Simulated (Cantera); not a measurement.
Premixed flame

A freely propagating, adiabatic, planar premixed flame of 29.6 % H2, 14.8 % O2, 55.6 % N2, equivalence ratio 1.0, unburnt at 623 K and 0.240 bar; multicomponent transport, grid criteria slope 0.08 and curve 0.16, no radiation.

Model: the H2/O2 subset of GRI-Mech 3.0, which has no nitrogen chemistry, integrated in Cantera. Burning velocities carry a grid error of a few per cent, more on coarse grids.

```csv
z (mm),T (K),u (m/s),x H2,x O2,x HO2,x H2O2,x O,x OH
-9.13,623,6.78,0.296,0.148,<1e-8,<1e-8,<1e-8,<1e-8
-6.09,623,6.78,0.296,0.148,<1e-8,<1e-8,<1e-8,<1e-8
-4.57,623,6.78,0.296,0.148,<1e-8,<1e-8,<1e-8,<1e-8
-3.04,623,6.78,0.296,0.148,3.20e-7,<1e-8,<1e-8,<1e-8
-1.52,629,6.84,0.295,0.148,7.53e-5,6.47e-7,7.00e-6,2.55e-5
-0.761,748,8.05,0.275,0.144,5.73e-5,1.53e-6,0.000265,0.000376
0,1146,11.9,0.144,0.0983,2.49e-5,1.31e-6,0.00755,0.00357
0.761,1438,14.8,0.0538,0.0416,9.49e-6,1.29e-6,0.0157,0.00945
1.52,1567,16.0,0.0485,0.0342,6.74e-6,8.81e-7,0.0160,0.0122
3.04,1716,17.3,0.0497,0.0307,5.06e-6,4.87e-7,0.0148,0.0151
6.09,1877,18.7,0.0494,0.0271,3.70e-6,2.53e-7,0.0127,0.0177
12.2,2041,20.1,0.0469,0.0233,2.65e-6,1.41e-7,0.0101,0.0194
24.4,2196,21.3,0.0423,0.0194,1.99e-6,9.34e-8,0.00730,0.0196
```
x: mole fraction of selected species; z is measured from the peak of heat release.

```
Property                    Result
------------------------  --------
laminar burning velocity  678 cm/s
thermal thickness          3.04 mm
peak x(HO2)                8.01e-5
peak x(H2O2)               1.62e-6
peak x(O)                   0.0162
peak x(OH)                  0.0197
```
